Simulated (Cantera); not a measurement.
Mixture: 6.82 % CH4, 11.4 % O2, 81.8 % N2, at 5.00 bar, adiabatic and at constant pressure. Ignition delay is the time to a rise of 400 K.

Cantera simulation using GRI-Mech 3.0 (53 species, 325 reactions); the numbers are that mechanism's predictions, not measurements.

### Question
Predict: delay at 1273 K; delay at 1373 K; delay at 1473 K; delay at 1573 K; delay at 1673 K; delay at 1773 K; delay at 1873 K; apparent activation energy between 1673 and 1873 K.

### Answer
- delay at 1273 K = 8.42 ms
- delay at 1373 K = 2.66 ms
- delay at 1473 K = 0.900 ms
- delay at 1573 K = 0.326 ms
- delay at 1673 K = 0.129 ms
- delay at 1773 K = 57.3 µs
- delay at 1873 K = 28.5 µs
- apparent activation energy between 1673 and 1873 K = 200 kJ/mol
